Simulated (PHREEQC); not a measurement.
Dissolve 0.176 mol/kgw KH2PO4 and 0.012 mol/kgw HF at 25 °C. Closed to the air; pH follows from the charge balance.

All values are PHREEQC results (ion-association model, wateq4f.dat), not measurements.

No solid was allowed to form.

Problem. Order these F species by the share of F that they hold, largest first: HF2-, H2F2, F-, HF.

Solution. F- (67 %), HF (30 %), HF2- (1.9 %), H2F2 (0.59 %)

The pH is 3.37 and the ionic strength 0.177 mol/kgw. Species that the database lacks are ignored. H3PO4, which wateq4f.dat lacks, is added to it with the constant of phreeqc.dat.
